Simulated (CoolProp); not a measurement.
Hydrogen chloride along the isotherm 554.8 K: density (kg/m³) from the reference equation and from simpler models built on Tc = 324.7 K, pc = 8314 kPa, ω = 0.130; each cubic takes its own stable root.

Values from CoolProp's reference Helmholtz-energy equation of state, Thol 2018.

| p (kPa) | phase | reference |
|---|---|---|
| 2770 | gas | 22.36 |
| 5540 | gas | 45.61 |
| 8310 | gas | 69.65 |
| 11100 | supercritical | 94.55 |
| 13900 | supercritical | 120.1 |
| 16600 | supercritical | 145.1 |
| 19400 | supercritical | 171.3 |
| 22200 | supercritical | 197.6 |
| 24900 | supercritical | 222.9 |
| 27700 | supercritical | 249.1 |
| 30500 | supercritical | 274.9 |
| 33300 | supercritical | 300.4 |
| 36000 | supercritical | 324.4 |
| 38800 | supercritical | 348.7 |
| 41600 | supercritical | 372.3 |

Task: How far does each simpler model (ideal gas, van der Waals, Soave-Redlich-Kwong, Peng-Robinson) lie from the reference over these 15 states: mean and median of the absolute difference, and the worst?

Result: 
- ideal gas: mean 9.6 %, median 11.2 %, worst -12.4 % at 554.8 K and 33300 kPa
- van der Waals: mean 2.9 %, median 3.1 %, worst +5.4 % at 554.8 K and 24900 kPa
- Soave-Redlich-Kwong: mean 5.5 %, median 5.6 %, worst -9.7 % at 554.8 K and 41600 kPa
- Peng-Robinson: mean 2.0 %, median 1.7 %, worst -4.5 % at 554.8 K and 41600 kPa
